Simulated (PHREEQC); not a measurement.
Make-up at 25 °C: 0.04 mol HF and 0.014 mol (CH3)4NF per kg of water. Closed to the air; pH follows from the charge balance.

Model: ion-association model, phreeqc.dat, run in PHREEQC.

```tsv
quantity	before	after
pH	2.71	4.18
ionic strength (mol/kgw)	0.0162	0.134
HF (mol/kgw)	0.0359	0.00103
F- (mol/kgw)	0.0142	0.0146
HF2- (mol/kgw)	0.00196	5.76e-5
```

**Question.** Which change was made?
A. HF replaced by (NH4)2SiF6 at the same molality
B. 0.00046 mol/kgw H2SO4 added
C. temperature from 25 to 45 °C
D. diluted 5-fold with water
E. HF from 0.04 to 0.08 mol/kgw

**Answer.** A, HF replaced by (NH4)2SiF6 at the same molality

Precipitation was switched off in this run. Some of these states are supersaturated (in Quartz (slow to form), for instance). (CH3)4N+ isn't in the database: it is added as a free cation with an ion size of 4 Å. SiF6-2 is the database's only silicon fluoride.
